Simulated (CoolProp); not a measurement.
Propylene along the isobar 99.3 kPa: Z from the reference equation and from simpler models built on Tc = 91.1 °C, pc = 4555 kPa, ω = 0.146; each cubic takes its own stable root.

Model: reference Helmholtz-energy equation of state, Lemmon 2013, in CoolProp.

```csv
T (°C),phase,reference,van der Waals,Redlich-Kwong,Soave-Redlich-Kwong
-137.45,liquid,0.005190,0.008370,0.005614,0.005619
-127.15,liquid,0.004902,0.007882,0.005289,0.005286
-116.85,liquid,0.004656,0.007464,0.005012,0.005002
-106.55,liquid,0.004442,0.007104,0.004774,0.004758
-96.25,liquid,0.004256,0.9655,0.004570,0.004547
-85.95,liquid,0.004094,0.9696,0.004395,0.004365
-75.65,liquid,0.003953,0.9730,0.004245,0.004209
-65.35,liquid,0.003829,0.9760,0.004116,0.004074
-55.05,liquid,0.003721,0.9785,0.004008,0.003959
-44.75,gas,0.9662,0.9806,0.9724,0.9711
-34.45,gas,0.9709,0.9825,0.9756,0.9744
-24.15,gas,0.9747,0.9841,0.9783,0.9772
-13.85,gas,0.9779,0.9855,0.9806,0.9796
-3.55,gas,0.9805,0.9867,0.9825,0.9818
6.75,gas,0.9827,0.9878,0.9843,0.9836
```

At some of these states van der Waals gives the other phase, because its saturation line lies elsewhere.
